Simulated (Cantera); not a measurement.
Cantera run:

```python
import numpy as np
import cantera as ct

gas_names = [...]  # 113 gases of nasa_gas.yaml made of C, H, O, Ta
cond_names = """
    C(gr) C6H6(L) C7H8(L) C8H18(L),n-octa H2O(s) H2O(L) Ta(cr) Ta(L) TaC(s) TaC(L) Ta2O5(s) Ta2O5(L)
""".split()


# ... load() reads the species with a 1 bar reference pressure and builds the phases ...
atoms = {
    'Ta2O5': {'Ta': 2, 'O': 5},
    'C': {'C': 1},
    'H2': {'H': 2},
}
top_T = {'C(gr)': 4500}  # K; cautious upper limits of use, not melting points


# ... equilibrate(T, P, feed) seeds the gas with the atoms and calls Mixture.equilibrate('TP', solver="vcs", rtol=1e-11, max_steps=5000) ...
results = []
feed = {'Ta2O5': 1, 'C': 2.7, 'H2': 4.7}  # mol
T = 1200  # K
P = 101325  # Pa
mix = equilibrate(T, P, feed)
results.append((T, P, feed, dict(zip(mix.species_names, mix.species_moles))))
print(gas.report(threshold=1e-05))
for i in range(1, mix.n_phases):
    print(f"{mix.phase(i).name:16s} {mix.phase_moles(i):12.5e} mol")
```

Output:

```
       temperature   1200 K
          pressure   1.0133e+05 Pa
           density   0.035136 kg/m^3
  mean mol. weight   3.4598 kg/kmol
   phase of matter   gas

                          1 kg             1 kmol
                     ---------------   ---------------
          enthalpy        5.9894e+06        2.0722e+07  J
   internal energy        3.1056e+06        1.0745e+07  J
           entropy             51617        1.7858e+05  J/K
    Gibbs function        -5.595e+07       -1.9358e+08  J
 heat capacity c_p            9234.2             31948  J/K
 heat capacity c_v              6831             23634  J/K

                      mass frac. Y      mole frac. X     chem. pot. / RT
                     ---------------   ---------------   ---------------
               CH4          0.065241           0.01407           -37.858
                CO           0.38184          0.047165           -40.217
               CO2        0.00054188          4.26e-05           -78.634
                H2           0.54631           0.93756           -18.029
               H2O         0.0060543         0.0011627           -56.446
     [ +108 minor]        1.1675e-05        1.6412e-06

C(gr)             2.30797e+00 mol
Ta(cr)            0.00000e+00 mol
TaC(s)            9.41364e-02 mol
Ta2O5(s)          9.52932e-01 mol
```

Equilibrium computed with Cantera from the NASA thermochemical tables; the gas is ideal and each condensed phase is pure. Mutual solubility and eutectic melting of coexisting phases are not modelled. TaC: taken at fixed stoichiometry. Condensed phases not in the tables: Ta2C.
